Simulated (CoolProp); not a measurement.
Model: reference Helmholtz-energy equation of state, Bücker 2006, in CoolProp.

For isobutane, give the phase and the cv (kJ/(kg K)), speed of sound (m/s) at 450.5 K and 0.0426 MPa; 258.2 K and 0.0437 MPa.


- 450.5 K and 0.0426 MPa: gas; cv 2.22, speed of sound 261
- 258.2 K and 0.0437 MPa: gas; cv 1.35, speed of sound 199
